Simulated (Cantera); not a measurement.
A perfectly stirred reactor is fed with 0.249 % H₂, 99.8 % O₂, at 20.0 Torr; it is held at 1025 K, and followed from long to short residence time.

Model: GRI-Mech 3.0 (53 species, 325 reactions), integrated in Cantera. Radical loss at walls, strong at low pressure, is not modelled.

Q: Predict: x(H₂) at τ = 23.0 s; x(O₂) at τ = 23.0 s; x(HO₂) at τ = 23.0 s; x(H₂O) at τ = 23.0 s; x(H) at τ = 23.0 s; x(H₂) at τ = 0.240 s; x(O₂) at τ = 0.240 s; x(HO₂) at τ = 0.240 s; x(H₂O) at τ = 0.240 s; x(H) at τ = 0.240 s.

A: 
- x(H₂) at τ = 23.0 s: 1.08e-5
- x(O₂) at τ = 23.0 s: 0.997
- x(HO₂) at τ = 23.0 s: 1.50e-7
- x(H₂O) at τ = 23.0 s: 0.00248
- x(H) at τ = 23.0 s: 1.36e-7
- x(H₂) at τ = 0.240 s: 0.000128
- x(O₂) at τ = 0.240 s: 0.997
- x(HO₂) at τ = 0.240 s: 9.87e-7
- x(H₂O) at τ = 0.240 s: 0.00231
- x(H) at τ = 0.240 s: 9.80e-6
